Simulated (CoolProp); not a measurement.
Fluoroethane (R161) at 293.15 K and 0.255 MPa is throttled through a valve to 0.138 MPa with no heat exchange. Each further row changes one setting.

The numbers come from the reference Helmholtz-energy equation of state, Wu 2012 in CoolProp.

```
case                        temperature change (K)  final density (kg/m³)
--------------------------  ----------------------  ---------------------
as stated                               (withheld)             (withheld)
outlet pressure 0.0414 MPa                    -5.0             (withheld)
outlet pressure 0.179 MPa                     -1.8                   3.66
```

Q: Fill in the missing entries.

A: 
- as stated, temperature change (K): -2.7
- as stated, final density (kg/m³): 2.81
- outlet pressure 0.0414 MPa, final density (kg/m³): 0.836
